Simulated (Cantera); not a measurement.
# Stirred combustor or abatement burner

A perfectly stirred reactor is fed with CH4 : O2 : N2 : H2O = 1 : 2.11 : 11.6 : 0.1 (molar parts), at 1800000 Pa; it is adiabatic with a 623 K inlet, and is followed from long to short residence time, starting on the burning branch (τ in s: 0.065, 0.022, 0.0071, 0.0024, 0.00078, 0.00026, 8.5e-05, 2.8e-05, 9.2e-06).

Detailed kinetics in Cantera: GRI-Mech 3.0 (53 species, 325 reactions). The pressure lies above the range GRI-Mech 3.0 was tuned for (to about 10 atm).

| τ (s) | T (K) | x CH4 | x O2 | x C2H6 | x C2H4 | x CH2O | x CH2 |
|---|---|---|---|---|---|---|---|
| 0.065 | 2072 | 2.09e-6 | 0.00747 | 2.65e-11 | 2.72e-10 | 2.86e-7 | 2.33e-8 |
| 0.022 | 2070 | 5.52e-6 | 0.00765 | 1.84e-10 | 1.88e-9 | 7.79e-7 | 6.68e-8 |
| 0.0071 | 2065 | 1.40e-5 | 0.00798 | 1.14e-9 | 1.14e-8 | 2.05e-6 | 1.92e-7 |
| 0.0024 | 2055 | 3.19e-5 | 0.00859 | 5.47e-9 | 5.31e-8 | 4.80e-6 | 5.04e-7 |
| 0.00078 | 2037 | 7.47e-5 | 0.00977 | 2.57e-8 | 2.32e-7 | 1.11e-5 | 1.29e-6 |
| 0.00026 | 2005 | 0.000184 | 0.0119 | 1.29e-7 | 1.02e-6 | 2.55e-5 | 3.04e-6 |
| 8.5e-5 | 1931 | 0.000679 | 0.0176 | 1.64e-6 | 9.04e-6 | 7.58e-5 | 6.74e-6 |
| 2.8e-5 | 623 | 0.0675 | 0.142 | <1e-12 | <1e-12 | <1e-12 | <1e-12 |
| 9.2e-6 | 623 | 0.0675 | 0.142 | <1e-12 | <1e-12 | <1e-12 | <1e-12 |
x: mole fraction; the columns are a selection and need not sum to one.
